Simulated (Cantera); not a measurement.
## Adiabatic ignition

An adiabatic, constant-pressure homogeneous reactor starts with CH3OH : O2 : N2 = 1 : 1.5 : 9.38 (molar parts), at 1750 K and 1000000 Pa.

Model: GRI-Mech 3.0 (53 species, 325 reactions), integrated in Cantera. GRI-Mech 3.0 was tuned for natural gas; its chemistry of methanol as a main component is partial and can be far from experiment.

| t (s) | T (K) | x CH3OH | x O2 | x CH4 | x C2H4 | x C2H | x NO |
|---|---|---|---|---|---|---|---|
| 2.00e-6 | 1759 | 0.0757 | 0.122 | 0.000161 | 1.28e-6 | 1.55e-12 | 2.41e-10 |
| 5.97e-6 | 2168 | 8.30e-7 | 0.0508 | 9.91e-5 | 2.99e-7 | 1.43e-8 | 1.11e-6 |
| 1.78e-5 | 2744 | <1e-12 | 0.0147 | <1e-12 | <1e-12 | <1e-12 | 0.000293 |
| 5.32e-5 | 2792 | <1e-12 | 0.0124 | <1e-12 | <1e-12 | <1e-12 | 0.000980 |
| 0.000159 | 2789 | <1e-12 | 0.0118 | <1e-12 | <1e-12 | <1e-12 | 0.00271 |
| 0.000474 | 2782 | <1e-12 | 0.0107 | <1e-12 | <1e-12 | <1e-12 | 0.00575 |
| 0.00141 | 2777 | <1e-12 | 0.0101 | <1e-12 | <1e-12 | <1e-12 | 0.00748 |
| 0.00422 | 2777 | <1e-12 | 0.0100 | <1e-12 | <1e-12 | <1e-12 | 0.00756 |
| 0.0126 | 2777 | <1e-12 | 0.0100 | <1e-12 | <1e-12 | <1e-12 | 0.00756 |
| 0.0376 | 2777 | <1e-12 | 0.0100 | <1e-12 | <1e-12 | <1e-12 | 0.00756 |
| 0.112 | 2777 | <1e-12 | 0.0100 | <1e-12 | <1e-12 | <1e-12 | 0.00756 |
| 0.335 | 2777 | <1e-12 | 0.0100 | <1e-12 | <1e-12 | <1e-12 | 0.00756 |
| 1.00 | 2777 | <1e-12 | 0.0100 | <1e-12 | <1e-12 | <1e-12 | 0.00756 |
x: mole fraction; the columns are a selection and need not sum to one.

```
Property                                                           Value
---------------------------------  -------------------------------------
time of steepest temperature rise                                5.66 µs
temperature at 1.00 s                                             2777 K
equilibrium temperature                                           2777 K
x(CH3OH) at 1.00 s                 <1e-12 (gas-phase equilibrium <1e-12)
x(O2) at 1.00 s                    0.0100 (gas-phase equilibrium 0.0100)
x(CH4) at 1.00 s                   <1e-12 (gas-phase equilibrium <1e-12)
```
